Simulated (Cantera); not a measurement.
**Premixed flame**

A freely propagating, adiabatic, planar premixed flame of CO : H2 : CH4 : O2 : N2 = 1 : 0.4 : 0.22 : 1.18 : 5.6 (molar parts), unburnt at 325 K and 13000 Pa; mixture-averaged transport, grid criteria slope 0.08 and curve 0.16, no radiation.

Computed with Cantera and GRI-Mech 3.0 (53 species, 325 reactions). Burning velocities carry a grid error of a few per cent, more on coarse grids.

```tsv
z (mm)	T (K)	u (m/s)	x CO	x H2	x CH4	x CO2	x CH2CO	x NO
-11.9	325	0.812	0.119	0.0476	0.0262	<1e-8	<1e-8	<1e-8
-7.95	325	0.812	0.119	0.0476	0.0262	<1e-8	<1e-8	<1e-8
-5.96	325	0.812	0.119	0.0474	0.0262	2.89e-8	<1e-8	<1e-8
-3.98	326	0.812	0.119	0.0467	0.0262	1.46e-6	<1e-8	<1e-8
-1.99	414	1.03	0.118	0.0417	0.0258	0.00195	1.15e-8	<1e-8
-0.994	718	1.78	0.113	0.0346	0.0209	0.0101	9.33e-8	6.09e-8
0	1137	2.82	0.107	0.0244	0.00560	0.0295	5.53e-7	3.94e-7
0.994	1325	3.27	0.0880	0.0130	0.000179	0.0567	1.58e-8	1.29e-6
1.99	1397	3.42	0.0692	0.00983	2.64e-6	0.0776	<1e-8	2.55e-6
3.98	1486	3.60	0.0502	0.0102	<1e-8	0.0991	<1e-8	5.19e-6
7.95	1580	3.79	0.0425	0.0103	<1e-8	0.108	<1e-8	9.48e-6
15.9	1681	4.01	0.0410	0.00931	<1e-8	0.111	<1e-8	1.50e-5
31.8	1784	4.23	0.0379	0.00782	<1e-8	0.115	<1e-8	2.16e-5
```
x: mole fraction of selected species; z is measured from the peak of heat release.

The laminar burning velocity is 81.2 cm/s, the thermal thickness is 3.98 mm and the peak x(CH2CO) comes out as 5.66e-7. The grid points is 176.
